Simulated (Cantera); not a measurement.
An adiabatic, constant-volume homogeneous reactor starts with CH₄ : O₂ : N₂ = 1 : 2 : 7.52 (molar parts), at 1600 K and 1.01 bar. Integrator tolerance rtol = 1e-08.

Cantera simulation using GRI-Mech 3.0 (53 species, 325 reactions); the numbers are that mechanism's predictions, not measurements.

Task: What does this change do: initial temperature 1600 to 1025 K?

Result: 
| quantity | before | after |
|---|---|---|
| time of steepest temperature rise | 0.442 ms | 0.689 s |
| temperature at 3.00 s | 2927 K | 2775 K |
| equilibrium temperature | 2927 K | 2775 K |
| x(CH₄) at 3.00 s | <1e-12 (gas-phase equilibrium <1e-12) | <1e-12 (gas-phase equilibrium <1e-12) |
| x(O₂) at 3.00 s | 0.0220 (gas-phase equilibrium 0.0220) | 0.0161 (gas-phase equilibrium 0.0161) |
| x(H₂O) at 3.00 s | 0.137 (gas-phase equilibrium 0.137) | 0.158 (gas-phase equilibrium 0.158) |
| x(HCN) at 3.00 s | 4.16e-9 (gas-phase equilibrium 4.16e-9) | 1.96e-9 (gas-phase equilibrium 1.96e-9) |
| x(C₂H) at 3.00 s | <1e-12 (gas-phase equilibrium <1e-12) | <1e-12 (gas-phase equilibrium <1e-12) |
| x(NO₂) at 3.00 s | 3.60e-6 (gas-phase equilibrium 3.60e-6) | 2.95e-6 (gas-phase equilibrium 2.95e-6) |

Task: What does this change do: O2 2 to 0.66 parts?

Result: 
```
quantity                                                            before                                    after
---------------------------------  ---------------------------------------  ---------------------------------------
time of steepest temperature rise                                 0.442 ms                                  1.61 ms
temperature at 3.00 s                                               2927 K                                   2027 K
equilibrium temperature                                             2927 K                                   2027 K
x(CH₄) at 3.00 s                     <1e-12 (gas-phase equilibrium <1e-12)  1.13e-9 (gas-phase equilibrium 1.29e-9)
x(O₂) at 3.00 s                      0.0220 (gas-phase equilibrium 0.0220)  2.38e-9 (gas-phase equilibrium 2.38e-9)
x(H₂O) at 3.00 s                       0.137 (gas-phase equilibrium 0.137)    0.0271 (gas-phase equilibrium 0.0271)
x(HCN) at 3.00 s                   4.16e-9 (gas-phase equilibrium 4.16e-9)  9.17e-7 (gas-phase equilibrium 6.05e-7)
x(C₂H) at 3.00 s                     <1e-12 (gas-phase equilibrium <1e-12)    <1e-12 (gas-phase equilibrium <1e-12)
x(NO₂) at 3.00 s                   3.60e-6 (gas-phase equilibrium 3.60e-6)    <1e-12 (gas-phase equilibrium <1e-12)
```
